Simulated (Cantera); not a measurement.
An isothermal, constant-pressure homogeneous reactor starts with C2H6 : N2 = 1 : 110 (molar parts), at 1825 K and 0.390 bar. Integrator tolerance rtol = 1e-08.

Cantera simulation using GRI-Mech 3.0 (53 species, 325 reactions); the numbers are that mechanism's predictions, not measurements. GRI-Mech 3.0 stops at C3 and has no aromatics, soot or wall deposition, so with more carbon than oxygen in the feed, carbon stays in small species such as C2H2 where larger ones or solid carbon would form.

Q: What does this change do: N2 110 to 830 parts?

A: 
```tsv
quantity	before	after
x(C2H6) at 10.0 s	3.74e-12 (gas-phase equilibrium <1e-12)	<1e-12 (gas-phase equilibrium <1e-12)
x(HCN) at 10.0 s	9.72e-5 (gas-phase equilibrium 0.0163)	0.000119 (gas-phase equilibrium 0.00237)
x(C2H2) at 10.0 s	0.00880 (gas-phase equilibrium 0.000704)	0.00114 (gas-phase equilibrium 1.45e-5)
x(H2) at 10.0 s	0.0176 (gas-phase equilibrium 0.0176)	0.00238 (gas-phase equilibrium 0.00238)
x(CH2) at 10.0 s	1.40e-9 (gas-phase equilibrium 7.69e-10)	1.16e-10 (gas-phase equilibrium 4.05e-11)
x(CH3) at 10.0 s	2.29e-7 (gas-phase equilibrium 1.25e-7)	6.92e-9 (gas-phase equilibrium 2.43e-9)
```

Q: What does this change do: N2 110 to 61 parts?

A: 
| quantity | before | after |
|---|---|---|
| x(C2H6) at 10.0 s | 3.74e-12 (gas-phase equilibrium <1e-12) | 3.58e-11 (gas-phase equilibrium 6.64e-12) |
| x(HCN) at 10.0 s | 9.72e-5 (gas-phase equilibrium 0.0163) | 8.63e-5 (gas-phase equilibrium 0.0272) |
| x(C2H2) at 10.0 s | 0.00880 (gas-phase equilibrium 0.000704) | 0.0156 (gas-phase equilibrium 0.00202) |
| x(H2) at 10.0 s | 0.0176 (gas-phase equilibrium 0.0176) | 0.0312 (gas-phase equilibrium 0.0312) |
| x(CH2) at 10.0 s | 1.40e-9 (gas-phase equilibrium 7.69e-10) | 3.76e-9 (gas-phase equilibrium 1.73e-9) |
| x(CH3) at 10.0 s | 2.29e-7 (gas-phase equilibrium 1.25e-7) | 8.15e-7 (gas-phase equilibrium 3.75e-7) |

Q: What does this change do: C2H6 1 to 0.28 parts?

A: 
| quantity | before | after |
|---|---|---|
| x(C2H6) at 10.0 s | 3.74e-12 (gas-phase equilibrium <1e-12) | <1e-12 (gas-phase equilibrium <1e-12) |
| x(HCN) at 10.0 s | 9.72e-5 (gas-phase equilibrium 0.0163) | 0.000120 (gas-phase equilibrium 0.00493) |
| x(C2H2) at 10.0 s | 0.00880 (gas-phase equilibrium 0.000704) | 0.00247 (gas-phase equilibrium 6.28e-5) |
| x(H2) at 10.0 s | 0.0176 (gas-phase equilibrium 0.0176) | 0.00503 (gas-phase equilibrium 0.00503) |
| x(CH2) at 10.0 s | 1.40e-9 (gas-phase equilibrium 7.69e-10) | 2.54e-10 (gas-phase equilibrium 1.23e-10) |
| x(CH3) at 10.0 s | 2.29e-7 (gas-phase equilibrium 1.25e-7) | 2.21e-8 (gas-phase equilibrium 1.07e-8) |
